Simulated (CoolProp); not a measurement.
Vapour-liquid equilibrium of isobutane (1) + isobutene (2) at 60.75 °C; x and y are mole fractions of (1).

Values from CoolProp's multi-fluid Helmholtz-energy mixture model, Bücker 2006 and Lemmon 2005; pair parameters Bell 2016.

```
x      bubble pressure, mixture model (MPa)  bubble pressure, Raoult's law (MPa)  y, mixture model  y, Raoult's law
-----  ------------------------------------  -----------------------------------  ----------------  ---------------
0.05                                 0.8017                               0.7995             0.056            0.055
0.125                                0.8111                               0.8062             0.138            0.137
0.2                                  0.8199                               0.8129             0.218            0.218
0.275                                0.8282                               0.8196             0.296            0.297
0.35                                 0.8359                               0.8263             0.372            0.375
0.425                                0.8432                               0.8330             0.447            0.451
0.5                                  0.8500                               0.8397             0.521            0.527
0.575                                0.8563                               0.8464             0.594            0.601
0.65                                 0.8622                               0.8531             0.666            0.674
0.725                                0.8677                               0.8598             0.738            0.746
0.8                                  0.8727                               0.8665             0.809            0.816
0.875                                0.8774                               0.8732             0.881            0.886
0.95                                 0.8817                               0.8798             0.952            0.955
```

The largest gap from Raoult's law is +1.2 % in bubble pressure, at x = 0.5. No azeotrope shows between x = 0.05 and 0.95.

Pair parameters are fitted to limited data, so mixtures are less certain than the pure fluids.
